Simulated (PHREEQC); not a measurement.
## Hard or scaling water: an equilibrium model

Make-up at 20 °C: 0.00032 mol CaSO4, 0.012 mol Na2SO4 and 5.4e-05 mol H4SiO4 per kg of water. It is in equilibrium with CO2 at log p = -3.4 (atm). Otherwise closed; pH follows from the charge balance.

Equilibrium calculation in PHREEQC: Pitzer model, pitzer.dat.

```yaml
pH: 5.70
ionic_strength: 0.0373 mol/kgw
specific_conductance: 2350 µS/cm
osmotic_coefficient: 0.886
```

```tsv
species	molality	activity	log γ
Na+	0.0240	0.0198	-0.083
SO4-2	0.0123	0.00597	-0.315
Ca+2	0.000320	0.000105	-0.485
H4SiO4	5.40e-5	5.40e-5	0.000
CO2	1.55e-5	1.56e-5	0.003
HCO3-	3.64e-6	3.31e-6	-0.040
H+	2.46e-6	2.00e-6	-0.090
HSO4-	1.18e-6	9.91e-7	-0.077
OH-	4.11e-9	3.42e-9	-0.080
H3SiO4-	4.05e-9	3.33e-9	-0.085
```

This is a speciation only: nothing precipitates in the calculation.
